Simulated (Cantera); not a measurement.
Input: 1 mol Si3N4, 2.3 mol HCl, equilibrated at 1598.15 K and 6.80e-5 bar.

These are equilibrium values from Cantera (NASA tables, ideal gas, pure condensed phases), not measurements of a reactor. Candidate condensed phases: NH4Cl, Si, Si3N4; 28 gas species. The tables' values for SiCl, SiCl3 are old estimates; treat these amounts as uncertain. The numbers say what is thermodynamically allowed, not how fast it happens.

Base state: N2 0.463, H2 0.209, SiCl2 0.208, HCl 0.112, H 0.00295, Si 0.00138, Cl 0.00126, SiCl 0.000932 (mole fractions); condensed: Si(s).

Question: What changes in the equilibrium state with this change: temperature from 1598.15 K to 848.15 K?

Answer: 
```csv
species,before,after
HCl,0.112,0.516
H2,0.209,0.264
SiCl4,4.03e-6,0.132
N2,0.463,0.0880
SiCl2,0.208,1.10e-6
H,0.00295,1.19e-9
Si,0.00138,<1e-9
SiCl,0.000932,<1e-9
"Si(s), mol",2.09,0
"Si3N4(s), mol",0,0.903
```
The tables' values for SiCl3 are old estimates; treat these amounts as uncertain.

Question: What changes in the equilibrium state with this change: pressure from 6.80e-5 bar to 0.000130 bar?

Answer: 
| species | before | after |
|---|---|---|
| N2 | 0.463 | 0.464 |
| H2 | 0.209 | 0.209 |
| SiCl2 | 0.208 | 0.209 |
| H | 0.00295 | 0.00214 |
| HCl | 0.112 | 0.113 |
| Si | 0.00138 | 0.000722 |
| SiCl3 | 0.000583 | 0.000807 |
| Cl | 0.00126 | 0.000910 |
| SiCl | 0.000932 | 0.000674 |
| Si(s), mol | 2.09 | 2.09 |
The tables' values for SiCl3, SiCl are old estimates; treat these amounts as uncertain.
